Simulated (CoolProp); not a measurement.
A closed Brayton cycle with dry air: compressor inlet 320.15 K and 6.7 MPa, high pressure 23.4 MPa, turbine inlet 755 K, compressor efficiency 0.8, turbine efficiency 0.93, recuperator effectiveness 0.9 (on enthalpy, no pinch check). Each further row changes one setting.

Values from CoolProp's reference Helmholtz-energy equation of state, Lemmon 2000. It is a pseudo-pure fit of the blend.

```tsv
case	thermal efficiency (%)	net work (kJ/kg)	compressor to turbine work	compressor exit (K)	turbine exit (K)
as stated	18.9	44.4	0.80	492.8	552.4
turbine inlet 705 K	13.6	29.3	?	492.8	513.9
compressor inlet 330.15 K	?	38.4	0.83	507.9	552.4
high pressure 19.9 MPa	?	46.9	0.76	466.9	?
recuperator effectiveness 0.5	?	44.4	0.80	492.8	552.4
```

Task: Complete the blanks.

Result: 
- turbine inlet 705 K, compressor to turbine work: 0.86
- compressor inlet 330.15 K, thermal efficiency (%): 16.5
- high pressure 19.9 MPa, thermal efficiency (%): 21.8
- high pressure 19.9 MPa, turbine exit (K): 575.5
- recuperator effectiveness 0.5, thermal efficiency (%): 17.1
